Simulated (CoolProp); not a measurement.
Computed with CoolProp (reference Helmholtz-energy equation of state, Gao 2016).

For sulfur dioxide, give the phase and the Joule-Thomson coefficient (K/MPa), isothermal compressibility (1/MPa), fugacity coefficient at 398.8 K and 218 bar; 416.8 K and 218 bar.


- 398.8 K and 218 bar: liquid; Joule-Thomson coefficient 0.109, isothermal compressibility 0.00435, fugacity coefficient 0.211
- 416.8 K and 218 bar: liquid; Joule-Thomson coefficient 0.266, isothermal compressibility 0.00600, fugacity coefficient 0.266
